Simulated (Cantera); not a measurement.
**Premixed flame**

A freely propagating, adiabatic, planar premixed flame of 3.91 % CH₄, 0.121 % C₂H₆, 1.52 % C₃H₈, 19.8 % O₂, 74.6 % N₂, equivalence ratio 0.80, unburnt at 525 K and 2.00 bar; mixture-averaged transport, grid criteria slope 0.08 and curve 0.16, no radiation.

Detailed kinetics in Cantera: GRI-Mech 3.0 (53 species, 325 reactions). GRI-Mech 3.0 was tuned for natural gas; its chemistry of propane as a main component is partial and can be far from experiment. Burning velocities carry a grid error of a few per cent, more on coarse grids.

| z (mm) | T (K) | u (m/s) | x CH₄ | x C₂H₆ | x C₃H₈ | x H₂ | x CH₂ | x CH₂O |
|---|---|---|---|---|---|---|---|---|
| -0.617 | 525 | 0.747 | 0.0390 | 0.00121 | 0.0152 | 0.000566 | <1e-8 | 2.78e-7 |
| -0.411 | 528 | 0.751 | 0.0389 | 0.00121 | 0.0152 | 0.00152 | <1e-8 | 3.96e-6 |
| -0.308 | 537 | 0.765 | 0.0386 | 0.00121 | 0.0152 | 0.00269 | <1e-8 | 2.30e-5 |
| -0.206 | 587 | 0.841 | 0.0369 | 0.00121 | 0.0150 | 0.00482 | <1e-8 | 0.000170 |
| -0.103 | 906 | 1.32 | 0.0278 | 0.00127 | 0.0112 | 0.00836 | 4.64e-8 | 0.00119 |
| -0.0514 | 1273 | 1.88 | 0.0170 | 0.00102 | 0.00426 | 0.0102 | 2.89e-6 | 0.00147 |
| 0 | 1644 | 2.45 | 0.00486 | 0.000111 | 0.000142 | 0.00986 | 2.58e-5 | 0.000650 |
| 0.0514 | 1813 | 2.69 | 0.000414 | 4.71e-7 | 1.07e-7 | 0.00685 | 7.63e-6 | 8.38e-5 |
| 0.103 | 1879 | 2.78 | 1.83e-5 | <1e-8 | <1e-8 | 0.00527 | 4.31e-7 | 4.29e-6 |
| 0.206 | 1960 | 2.88 | 4.21e-8 | <1e-8 | <1e-8 | 0.00447 | <1e-8 | 1.14e-8 |
| 0.411 | 2046 | 2.99 | <1e-8 | <1e-8 | <1e-8 | 0.00333 | <1e-8 | <1e-8 |
| 0.822 | 2117 | 3.08 | <1e-8 | <1e-8 | <1e-8 | 0.00195 | <1e-8 | <1e-8 |
| 1.64 | 2160 | 3.13 | <1e-8 | <1e-8 | <1e-8 | 0.00103 | <1e-8 | <1e-8 |
x: mole fraction of selected species; z is measured from the peak of heat release.

| Quantity | Value |
|---|---|
| laminar burning velocity | 74.6 cm/s |
| thermal thickness | 0.206 mm |
| peak x(H₂) | 0.0105 |
| peak x(CH₂) | 2.63e-5 |
| peak x(CH₂O) | 0.00151 |
| grid points | 133 |
